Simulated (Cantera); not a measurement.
## Equilibrium for carbon deposition, reforming and gasification: C₂H₆ + NH₃ + N₂

Input: 1 mol C₂H₆, 3 mol NH₃, 1.4 mol N₂, held at 133 Pa.

Equilibrium computed with Cantera from the NASA thermochemical tables; the gas is ideal and each condensed phase is pure. Candidate condensed phases: C, C₆H₆, C₇H₈, C₈H₁₈; 92 gas species. Equilibrium is a limit: real reactors are often held back by kinetics, nucleation or transport.

From 1102 °C to 2202 °C the condensed part is C(graphite). The main C-bearing gas is HCN throughout. The share of C in condensed phases is highest at 1102 °C (99.9 %) and lowest at 2202 °C (80.0 %).

| T (°C) | x H₂ | x H | x N₂ | x HCN | x C₂H₂ (acetylene) | n C(graphite) |
|---|---|---|---|---|---|---|
| 1102 | 0.721 | 7.97e-5 | 0.279 | 0.000181 | 1.28e-6 | 2.00 |
| 1202 | 0.721 | 0.000302 | 0.279 | 0.000396 | 4.81e-6 | 2.00 |
| 1302 | 0.720 | 0.000966 | 0.278 | 0.000783 | 1.52e-5 | 1.99 |
| 1402 | 0.718 | 0.00269 | 0.278 | 0.00142 | 4.17e-5 | 1.98 |
| 1502 | 0.714 | 0.00670 | 0.277 | 0.00241 | 0.000102 | 1.97 |
| 1602 | 0.706 | 0.0151 | 0.275 | 0.00384 | 0.000224 | 1.95 |
| 1702 | 0.691 | 0.0311 | 0.271 | 0.00578 | 0.000449 | 1.93 |
| 1802 | 0.665 | 0.0595 | 0.266 | 0.00824 | 0.000825 | 1.89 |
| 1902 | 0.623 | 0.106 | 0.258 | 0.0111 | 0.00139 | 1.84 |
| 2002 | 0.561 | 0.174 | 0.247 | 0.0142 | 0.00214 | 1.77 |
| 2102 | 0.479 | 0.267 | 0.232 | 0.0170 | 0.00297 | 1.69 |
| 2202 | 0.379 | 0.380 | 0.215 | 0.0190 | 0.00369 | 1.60 |
x: gas mole fraction; n: condensed amount in mol.
